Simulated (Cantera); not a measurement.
A Cantera script and what it prints.

```python
import numpy as np
import cantera as ct

gas_names = """
    H HO2 H2 H2O H2O2 O OH O2 O3 Si SiH SiH2 SiH3 SiH4 SiO SiO2 Si2 Si3
""".split()
cond_names = """
    H2O(s) H2O(L) Si(cr) Si(L) SiO2(Lqz) SiO2(hqz) SiO2(L)
""".split()


def load(file, names, dense=False):
    # The tables refer to 1 bar. Condensed volumes are neglected.
    table = {s.name: s for s in ct.Species.list_from_file(file)}
    out = []
    for n in names:
        d = dict(table[n].input_data)
        d["thermo"] = dict(d["thermo"], **{"reference-pressure": 1e5})
        if dense:
            d["equation-of-state"] = {"model": "constant-volume", "density": "1e6 g/cm^3"}
        out.append(ct.Species.from_dict(d))
    return out


gas = ct.Solution(thermo="ideal-gas", species=load("nasa_gas.yaml", gas_names))
cond = {s.name: ct.Solution(thermo="fixed-stoichiometry", species=[s], name=s.name)
        for s in load("nasa_condensed.yaml", cond_names, dense=True)}
atoms = {
    'Si': {'Si': 1},
    'O2': {'O': 2},
    'H2': {'H': 2},
}
top_T = {}  # K; cautious upper limits of use, not melting points


def equilibrate(T, P, feed):
    n = {}
    for name, mol in feed.items():
        for a, k in atoms[name].items():
            n[a] = n.get(a, 0.0) + k * mol
    gas.TPX = T, P, n
    mass = sum(n.values()) * gas.mean_molecular_weight
    gas.equilibrate("TP")
    valid = [c for c in cond.values() if c.min_temp <= T <= top_T.get(c.name, c.max_temp)]
    mix = ct.Mixture([(gas, mass / gas.mean_molecular_weight)] + [(c, 0.0) for c in valid])
    mix.T, mix.P = T, P
    mix.equilibrate("TP", solver="vcs", rtol=1e-11, max_steps=5000)
    return mix


results = []
feed = {'Si': 1, 'O2': 0.2, 'H2': 37}  # mol
P = 10000  # Pa
for T in [1400, 1425, 1450, 1475, 1500, 1525, 1550, 1575, 1600, 1625]:
    mix = equilibrate(T, P, feed)
    results.append((T, P, feed, dict(zip(mix.species_names, mix.species_moles))))
    x = sorted(zip(gas.X, gas.species_names), reverse=True)
    print(f"T = {T:g} K  P = {P:g} Pa  gas = {mix.phase_moles(0):.4g} mol")
    print("   x: " + "  ".join(f"{s} {v:.3e}" for v, s in x if v > 0.001))
    print("   condensed (mol): " + ("  ".join(f"{mix.phase(i).name} {mix.phase_moles(i):.4g}"
          for i in range(1, mix.n_phases) if mix.phase_moles(i) > 1e-12) or "none"))
```

It prints:

```
T = 1400 K  P = 10000 Pa  gas = 37.03 mol
   x: H2 9.992e-01
   condensed (mol): Si(cr) 0.7864  SiO2(hqz) 0.1864
T = 1425 K  P = 10000 Pa  gas = 37.05 mol
   x: H2 9.987e-01  SiO 1.228e-03
   condensed (mol): Si(cr) 0.7773  SiO2(hqz) 0.1772
T = 1450 K  P = 10000 Pa  gas = 37.08 mol
   x: H2 9.979e-01  SiO 2.018e-03
   condensed (mol): Si(cr) 0.7626  SiO2(hqz) 0.1626
T = 1475 K  P = 10000 Pa  gas = 37.12 mol
   x: H2 9.967e-01  SiO 3.260e-03
   condensed (mol): Si(cr) 0.7395  SiO2(hqz) 0.1394
T = 1500 K  P = 10000 Pa  gas = 37.19 mol
   x: H2 9.948e-01  SiO 5.181e-03
   condensed (mol): Si(cr) 0.7036  SiO2(hqz) 0.1036
T = 1525 K  P = 10000 Pa  gas = 37.3 mol
   x: H2 9.918e-01  SiO 8.105e-03
   condensed (mol): Si(cr) 0.6488  SiO2(hqz) 0.04874
T = 1550 K  P = 10000 Pa  gas = 37.4 mol
   x: H2 9.892e-01  SiO 1.069e-02
   condensed (mol): Si(cr) 0.6
T = 1575 K  P = 10000 Pa  gas = 37.4 mol
   x: H2 9.892e-01  SiO 1.069e-02
   condensed (mol): Si(cr) 0.6
T = 1600 K  P = 10000 Pa  gas = 37.4 mol
   x: H2 9.891e-01  SiO 1.069e-02
   condensed (mol): Si(cr) 0.5999
T = 1625 K  P = 10000 Pa  gas = 37.4 mol
   x: H2 9.891e-01  SiO 1.069e-02
   condensed (mol): Si(cr) 0.5998
```

Cantera equilibrium calculation (NASA polynomials, part measured and part estimated; ideal gas, pure solids and liquids). Mutual solubility and eutectic melting of coexisting phases are not modelled. The tables hold silica as quartz up to 1696 K and as liquid above; real silica turns to tridymite and cristobalite and melts near 1996 K.
